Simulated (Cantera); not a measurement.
A freely propagating, adiabatic, planar premixed flame of 12.7 % CH₄, 18.2 % O₂, 69.1 % N₂, equivalence ratio 1.4, unburnt at 525 K and 10.0 bar; unity-Lewis-number transport, grid criteria slope 0.08 and curve 0.16, no radiation.

Detailed kinetics in Cantera: GRI-Mech 3.0 (53 species, 325 reactions). Unity Lewis numbers drop preferential diffusion, which matters most where H2 and H carry the flame. Burning velocities carry a grid error of a few per cent, more on coarse grids.

Q: Predict: laminar burning velocity; thermal thickness; peak x(C₂H₄); peak x(C₂H); peak x(HCN); peak x(HCO).

A: 
| Item | Value |
|---|---|
| laminar burning velocity | 15.4 cm/s |
| thermal thickness | 0.162 mm |
| peak x(C₂H₄) | 0.00168 |
| peak x(C₂H) | 7.89e-7 |
| peak x(HCN) | 2.48e-5 |
| peak x(HCO) | 2.52e-6 |
